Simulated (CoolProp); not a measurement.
R236EA along the isotherm 138.85 °C: Z from the reference equation and from simpler models built on Tc = 139.3 °C, pc = 3.414 MPa, ω = 0.368; each cubic takes its own stable root.

The numbers come from the reference Helmholtz-energy equation of state, Rui 2013 in CoolProp.

| p (MPa) | phase | reference | van der Waals | Peng-Robinson |
|---|---|---|---|---|
| 0.427 | gas | 0.9555 | 0.9616 | 0.9513 |
| 0.853 | gas | 0.9083 | 0.9204 | 0.9000 |
| 1.28 | gas | 0.8571 | 0.8756 | 0.8453 |
| 1.71 | gas | 0.8004 | 0.8257 | 0.7857 |
| 2.13 | gas | 0.7379 | 0.7704 | 0.7212 |
| 2.56 | gas | 0.6620 | 0.7032 | 0.6450 |
| 2.99 | gas | 0.5619 | 0.6146 | 0.5479 |
| 3.84 | liquid | 0.1994 | 0.2991 | 0.2281 |
| 4.27 | liquid | 0.2112 | 0.3119 | 0.2351 |
| 4.69 | liquid | 0.2249 | 0.3290 | 0.2460 |
| 5.12 | liquid | 0.2397 | 0.3482 | 0.2586 |
